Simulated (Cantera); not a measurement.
Cantera run, input and output.

```python
import numpy as np
import cantera as ct

gas = ct.Solution("gri30.yaml")
gas.TPX = 1775, 1000000, {'CH4': 1, 'CO': 1, 'O2': 3.21, 'N2': 12.1, 'CO2': 0.46}
reactor = ct.IdealGasReactor(gas, energy="on", clone=False)
net = ct.ReactorNet([reactor])
net.rtol, net.atol = 1e-08, 1e-16
show = ['CH4', 'CO', 'O2', 'OH', 'CH2O', 'H']
times = np.geomspace(5e-06, 2, 16)

steps = ct.SolutionArray(gas, extra=["t"])
rows = []
print(f"{'t/s':>10s}{'T/K':>9s}{'P/Pa':>11s}" + "".join(f"{s:>11s}" for s in show))
for t in times:
    while net.time < t:
        t_next = net.step()
        steps.append(gas.state, t=t_next)
    rows.append([np.interp(t, steps.t, y) for y in (steps.T, steps.P, *steps(*show).X.T)])
    print(f"{t:10.3e}{rows[-1][0]:9.1f}{rows[-1][1]:11.4g}" + "".join(f"{x:11.3e}" for x in rows[-1][2:]))
rate = np.gradient(steps.T, steps.t)
print("integrator steps:", len(steps.t))
if steps.T.max() > steps.T[0] + 200:
    print(f"time of steepest temperature rise: {steps.t[rate.argmax()]:.4e} s")
gas.TPX = 1775, 1000000, {'CH4': 1, 'CO': 1, 'O2': 3.21, 'N2': 12.1, 'CO2': 0.46}
gas.equilibrate("UV")
print(f"equilibrium (UV): T = {gas.T:.1f} K  " + "  ".join(f"{s} {gas[s].X[0]:.3e}" for s in show))
```

Output:

```
       t/s      T/K       P/Pa        CH4         CO         O2         OH       CH2O          H
 5.000e-06   1775.5      1e+06  5.564e-02  5.622e-02  1.803e-01  5.606e-06  1.534e-04  1.748e-06
 1.182e-05   1797.0  1.013e+06  5.123e-02  5.650e-02  1.774e-01  3.650e-05  1.250e-03  1.594e-05
 2.792e-05   3058.6  1.735e+06  8.977e-15  4.131e-02  5.330e-02  2.037e-02  1.569e-09  3.358e-03
 6.598e-05   3044.7  1.726e+06  9.191e-15  4.114e-02  4.904e-02  1.945e-02  1.559e-09  3.229e-03
 1.559e-04   3033.7  1.719e+06  9.369e-15  4.104e-02  4.582e-02  1.875e-02  1.554e-09  3.134e-03
 3.684e-04   3031.5  1.717e+06  9.407e-15  4.102e-02  4.519e-02  1.861e-02  1.553e-09  3.115e-03
 8.706e-04   3031.5  1.717e+06  9.407e-15  4.102e-02  4.518e-02  1.860e-02  1.553e-09  3.115e-03
 2.057e-03   3031.5  1.717e+06  9.407e-15  4.102e-02  4.518e-02  1.860e-02  1.553e-09  3.115e-03
 4.861e-03   3031.5  1.717e+06  9.407e-15  4.102e-02  4.518e-02  1.860e-02  1.553e-09  3.115e-03
 1.149e-02   3031.5  1.717e+06  9.407e-15  4.102e-02  4.518e-02  1.860e-02  1.553e-09  3.115e-03
 2.714e-02   3031.5  1.717e+06  9.407e-15  4.102e-02  4.518e-02  1.860e-02  1.553e-09  3.115e-03
 6.414e-02   3031.5  1.717e+06  9.407e-15  4.102e-02  4.518e-02  1.860e-02  1.553e-09  3.115e-03
 1.516e-01   3031.5  1.717e+06  9.407e-15  4.102e-02  4.518e-02  1.860e-02  1.553e-09  3.115e-03
 3.582e-01   3031.5  1.717e+06  9.407e-15  4.102e-02  4.518e-02  1.860e-02  1.553e-09  3.115e-03
 8.464e-01   3031.5  1.717e+06  9.407e-15  4.102e-02  4.518e-02  1.860e-02  1.553e-09  3.115e-03
 2.000e+00   3031.5  1.717e+06  9.407e-15  4.102e-02  4.518e-02  1.860e-02  1.553e-09  3.115e-03
integrator steps: 1722
time of steepest temperature rise: 1.7997e-05 s
equilibrium (UV): T = 3031.5 K  CH4 1.262e-14  CO 4.102e-02  O2 4.518e-02  OH 1.860e-02  CH2O 1.553e-09  H 3.115e-03
```

Detailed kinetics in Cantera: GRI-Mech 3.0 (53 species, 325 reactions). Above 3000 K some thermodynamic fits are extrapolated.
